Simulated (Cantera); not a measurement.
A perfectly stirred reactor is fed with CH3OH : O2 : N2 = 0.027 : 0.0082 : 1 (molar parts), equivalence ratio 4.9, at 3380 Torr; it is held at 1575 K, and followed from long to short residence time.

Computed with Cantera and GRI-Mech 3.0 (53 species, 325 reactions). GRI-Mech 3.0 was tuned for natural gas; its chemistry of methanol as a main component is partial and can be far from experiment.

x: mole fraction; the columns are a selection and need not sum to one.

```json
[
 {"τ (s)": "2.7", "x CH3OH": "2.13e-6", "x O2": "1.69e-5", "x HO2": "3.41e-9", "x H2O": "0.0135", "x O": "8.28e-10", "x CH2CO": "1.10e-7", "x H": "5.19e-6"},
 {"τ (s)": "0.97", "x CH3OH": "4.22e-6", "x O2": "3.27e-5", "x HO2": "8.80e-9", "x H2O": "0.0133", "x O": "2.32e-9", "x CH2CO": "1.47e-7", "x H": "7.46e-6"},
 {"τ (s)": "0.35", "x CH3OH": "?", "x O2": "?", "x HO2": "?", "x H2O": "0.0130", "x O": "?", "x CH2CO": "1.44e-7", "x H": "?"},
 {"τ (s)": "0.13", "x CH3OH": "8.46e-6", "x O2": "6.31e-5", "x HO2": "4.12e-8", "x H2O": "0.0129", "x O": "1.76e-8", "x CH2CO": "1.37e-7", "x H": "2.89e-5"},
 {"τ (s)": "0.046", "x CH3OH": "1.37e-5", "x O2": "0.000100", "x HO2": "8.89e-8", "x H2O": "0.0129", "x O": "4.94e-8", "x CH2CO": "1.80e-7", "x H": "5.08e-5"},
 {"τ (s)": "0.017", "x CH3OH": "2.43e-5", "x O2": "0.000174", "x HO2": "1.98e-7", "x H2O": "0.0130", "x O": "1.30e-7", "x CH2CO": "2.83e-7", "x H": "7.74e-5"},
 {"τ (s)": "0.0061", "x CH3OH": "4.67e-5", "x O2": "0.000317", "x HO2": "4.91e-7", "x H2O": "0.0131", "x O": "3.41e-7", "x CH2CO": "4.73e-7", "x H": "0.000112"},
 {"τ (s)": "0.0022", "x CH3OH": "9.42e-5", "x O2": "0.000581", "x HO2": "1.33e-6", "x H2O": "0.0129", "x O": "8.38e-7", "x CH2CO": "7.74e-7", "x H": "0.000153"},
 {"τ (s)": "0.00080", "x CH3OH": "?", "x O2": "?", "x HO2": "?", "x H2O": "0.0124", "x O": "?", "x CH2CO": "?", "x H": "?"},
 {"τ (s)": "0.00029", "x CH3OH": "0.000627", "x O2": "0.00198", "x HO2": "1.81e-5", "x H2O": "0.0107", "x O": "2.71e-6", "x CH2CO": "1.66e-6", "x H": "0.000167"}
]
```

Problem. Some entries are withheld; supply them.

Solution. 
- 0.35, x CH3OH: 6.26e-6
- 0.35, x O2: 4.74e-5
- 0.35, x HO2: 2.03e-8
- 0.35, x O: 6.50e-9
- 0.35, x H: 1.43e-5
- 0.00080, x CH3OH: 0.000207
- 0.00080, x O2: 0.00105
- 0.00080, x HO2: 4.10e-6
- 0.00080, x O: 1.81e-6
- 0.00080, x CH2CO: 1.21e-6
- 0.00080, x H: 0.000190
